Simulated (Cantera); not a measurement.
# Ignition delay

Mixture: CO : H2 : O2 : N2 = 1 : 0.14 : 0.385 : 1.04 (molar parts), equivalence ratio 1.5, at 4650 Torr, adiabatic and at constant volume. Ignition delay is the time to a rise of 400 K.

Model: GRI-Mech 3.0 (53 species, 325 reactions), integrated in Cantera. The hydrogen kinetics of GRI-Mech 3.0 are dated; newer H2 mechanisms differ, most at raised pressure. Below about 950 K walls govern HO2 and H2O2 in real vessels.

```tsv
T0 (K)	delay (ms)
900	28.7
975	3.43
1050	0.501
1125	0.0810
1200	0.0226
1275	0.0111
```
